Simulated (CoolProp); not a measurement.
Model: reference Helmholtz-energy equation of state, Zhou 2012, in CoolProp.

**Question.** For o-xylene, give the phase and the Z, cv (kJ/(kg K)) at 301.3 K and 15000 kPa; 382.8 K and 15000 kPa; 423.6 K and 15000 kPa.

**Answer.** 
- 301.3 K and 15000 kPa: liquid; Z 0.719, cv 1.39
- 382.8 K and 15000 kPa: liquid; Z 0.611, cv 1.64
- 423.6 K and 15000 kPa: liquid; Z 0.576, cv 1.77
